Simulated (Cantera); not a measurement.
Cantera run:

```python
import numpy as np
import cantera as ct

gas_names = """
    H H2 Hg
""".split()
cond_names = """
    Hg(cr) Hg(L)
""".split()


# ... load() reads the species with a 1 bar reference pressure and builds the phases ...
atoms = {
    'Hg': {'Hg': 1},
    'H2': {'H': 2},
}
top_T = {}  # K; cautious upper limits of use, not melting points


# ... equilibrate(T, P, feed) seeds the gas with the atoms and calls Mixture.equilibrate('TP', solver="vcs", rtol=1e-11, max_steps=5000) ...
results = []
feed = {'Hg': 1, 'H2': 0.069}  # mol
T = 723.15  # K
P = 47  # Pa
mix = equilibrate(T, P, feed)
results.append((T, P, feed, dict(zip(mix.species_names, mix.species_moles))))
x = sorted(zip(gas.X, gas.species_names), reverse=True)
print(f"T = {T:g} K  P = {P:g} Pa  gas = {mix.phase_moles(0):.4g} mol")
print("   x: " + "  ".join(f"{s} {v:.3e}" for v, s in x if v > 1e-06))
print("   condensed (mol): " + ("  ".join(f"{mix.phase(i).name} {mix.phase_moles(i):.4g}"
      for i in range(1, mix.n_phases) if mix.phase_moles(i) > 1e-12) or "none"))
```

It prints:

```
T = 723.15 K  P = 47 Pa  gas = 1.069 mol
   x: Hg 9.355e-01  H2 6.455e-02
   condensed (mol): none
```

Equilibrium computed with Cantera from the NASA thermochemical tables; the gas is ideal and each condensed phase is pure.
